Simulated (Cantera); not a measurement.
Input (Python, Cantera) and output of one run.

```python
import numpy as np
import cantera as ct

gas_names = """
    C CN CO CO2 C2 CCN CNC C2N2 C2O C3 C3O2 C4 C4N2 C5 Cu CuO Cu2 N NCO NO NO2 NO3 N2 N2O O O2 O3
""".split()
cond_names = """
    C(gr) Cu(cr) Cu(L) CuO(s) Cu2O(s) Cu2O(L)
""".split()


def load(file, names, dense=False):
    # The tables refer to 1 bar. Condensed volumes are neglected.
    table = {s.name: s for s in ct.Species.list_from_file(file)}
    out = []
    for n in names:
        d = dict(table[n].input_data)
        d["thermo"] = dict(d["thermo"], **{"reference-pressure": 1e5})
        if dense:
            d["equation-of-state"] = {"model": "constant-volume", "density": "1e6 g/cm^3"}
        out.append(ct.Species.from_dict(d))
    return out


gas = ct.Solution(thermo="ideal-gas", species=load("nasa_gas.yaml", gas_names))
cond = {s.name: ct.Solution(thermo="fixed-stoichiometry", species=[s], name=s.name)
        for s in load("nasa_condensed.yaml", cond_names, dense=True)}
atoms = {
    'CuO': {'Cu': 1, 'O': 1},
    'CO': {'C': 1, 'O': 1},
    'N2': {'N': 2},
}
top_T = {'C(gr)': 4500, 'CuO(s)': 1390}  # K; cautious upper limits of use, not melting points


def equilibrate(T, P, feed):
    n = {}
    for name, mol in feed.items():
        for a, k in atoms[name].items():
            n[a] = n.get(a, 0.0) + k * mol
    gas.TPX = T, P, n
    mass = sum(n.values()) * gas.mean_molecular_weight
    gas.equilibrate("TP")
    valid = [c for c in cond.values() if c.min_temp <= T <= top_T.get(c.name, c.max_temp)]
    mix = ct.Mixture([(gas, mass / gas.mean_molecular_weight)] + [(c, 0.0) for c in valid])
    mix.T, mix.P = T, P
    mix.equilibrate("TP", solver="vcs", rtol=1e-11, max_steps=5000)
    return mix


results = []
feed = {'CuO': 1, 'CO': 4, 'N2': 1.8}  # mol
P = 1000  # Pa
for T in [1298, 1448, 1598, 1748, 1898, 2048, 2198, 2348, 2498]:
    mix = equilibrate(T, P, feed)
    results.append((T, P, feed, dict(zip(mix.species_names, mix.species_moles))))

top = {s: max(r[3][s] / sum(r[3][g] for g in gas_names) for r in results) for s in gas_names}
cols = sorted((s for s in top if top[s] > 1e-06), key=lambda s: -top[s])[:8]
seen = [c for c in cond_names if any(r[3].get(c, 0) > 1e-12 for r in results)]
print("log10 of partial pressures in bar; condensed amounts in mol")
print(f"{'T/K':>10s}" + "".join(f"{s[:9]:>10s}" for s in cols + seen))
for T, P, feed, n in results:
    ng = sum(n[g] for g in gas_names)
    print(f"{T:10.4g}" + "".join(f"{np.log10(max(n[s] / ng * P / 1e5, 1e-99)):10.3f}" for s in cols)
          + "".join(f"{n.get(c, 0):10.4g}" for c in seen))
```

Result:

```
log10 of partial pressures in bar; condensed amounts in mol
       T/K        CO        N2       CO2        Cu         O        O2        NO       Cu2    Cu(cr)     Cu(L)
      1298    -2.286    -2.508    -2.763    -6.822   -14.078   -14.620   -11.581   -10.917    0.9999         0
      1448    -2.286    -2.508    -2.764    -5.479   -11.848   -12.276   -10.029    -9.038         0    0.9981
      1598    -2.288    -2.510    -2.765    -4.413   -10.038   -10.378    -8.770    -7.564         0    0.9775
      1748    -2.299    -2.521    -2.776    -3.536    -8.539    -8.809    -7.735    -6.354         0    0.8254
      1898    -2.355    -2.577    -2.832    -2.835    -7.279    -7.493    -6.888    -5.413         0         0
      2048    -2.355    -2.577    -2.833    -2.833    -6.205    -6.373    -6.144    -5.805         0         0
      2198    -2.354    -2.578    -2.838    -2.833    -5.283    -5.419    -5.509    -6.146         0         0
      2348    -2.349    -2.581    -2.862    -2.835    -4.504    -4.638    -4.981    -6.450         0         0
      2498    -2.335    -2.589    -2.948    -2.843    -3.895    -4.103    -4.595    -6.728         0         0
```

Equilibrium computed with Cantera from the NASA thermochemical tables; the gas is ideal and each condensed phase is pure.
